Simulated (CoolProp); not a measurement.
The numbers come from the reference Helmholtz-energy equation of state, Setzmann 1991 in CoolProp.

Question: For methane, give the phase and the cp (kJ/(kg K)), isothermal compressibility (1/MPa), Prandtl number at 225.4 K and 11.5 MPa; 225.4 K and 34.5 MPa.

Answer: 
- 225.4 K and 11.5 MPa: supercritical; cp 5.84, isothermal compressibility 0.0830, Prandtl number 1.80
- 225.4 K and 34.5 MPa: supercritical; cp 3.45, isothermal compressibility 0.00700, Prandtl number 1.31

Viscosity comes from a separate model (Quiñones-Cisneros 2006). Thermal conductivity comes from a separate model (Friend 1989).
